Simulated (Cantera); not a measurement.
**Adiabatic ignition**

An adiabatic, constant-volume homogeneous reactor starts with CH₃OH : O₂ : N₂ = 1 : 0.833 : 3.13 (molar parts), equivalence ratio 1.8, at 1523 K and 120000 Pa.

Cantera simulation using GRI-Mech 3.0 (53 species, 325 reactions); the numbers are that mechanism's predictions, not measurements. GRI-Mech 3.0 was tuned for natural gas; its chemistry of methanol as a main component is partial and can be far from experiment.

```
t (s)     T (K)  P (bar)  x CH₃OH     x O₂    x C₂H₄    x CH₂O    x CO₂
--------  -----  -------  -------  -------  --------  --------  -------
2.00e-6    1523     1.20    0.201    0.168  6.67e-10   3.61e-5  1.74e-6
5.92e-6    1523     1.20    0.201    0.168   6.43e-9  0.000127  5.30e-6
1.75e-5    1523     1.20    0.201    0.167   4.02e-8  0.000509  1.59e-5
5.20e-5    1528     1.21    0.197    0.165   1.10e-7   0.00359  4.93e-5
0.000154   2835     2.83   <1e-12  0.00215    <1e-12   1.15e-8   0.0378
0.000456   2883     2.86   <1e-12  0.00153    <1e-12   1.33e-8   0.0378
0.00135    2878     2.86   <1e-12  0.00146    <1e-12   1.34e-8   0.0376
0.00400    2878     2.86   <1e-12  0.00146    <1e-12   1.34e-8   0.0376
0.0118     2878     2.86   <1e-12  0.00146    <1e-12   1.34e-8   0.0376
0.0351     2878     2.86   <1e-12  0.00146    <1e-12   1.34e-8   0.0376
0.104      2878     2.86   <1e-12  0.00146    <1e-12   1.34e-8   0.0376
0.308      2878     2.86   <1e-12  0.00146    <1e-12   1.34e-8   0.0376
0.912      2878     2.86   <1e-12  0.00146    <1e-12   1.34e-8   0.0376
2.70       2878     2.86   <1e-12  0.00146    <1e-12   1.34e-8   0.0376
8.00       2878     2.86   <1e-12  0.00146    <1e-12   1.34e-8   0.0376
```
x: mole fraction; the columns are a selection and need not sum to one.

```
Property                                                            Result
---------------------------------  ---------------------------------------
time of steepest temperature rise                                 0.115 ms
temperature at 8.00 s                                               2878 K
equilibrium temperature                                             2878 K
x(CH₃OH) at 8.00 s                   <1e-12 (gas-phase equilibrium <1e-12)
x(O₂) at 8.00 s                    0.00146 (gas-phase equilibrium 0.00146)
x(C₂H₄) at 8.00 s                    <1e-12 (gas-phase equilibrium <1e-12)
```
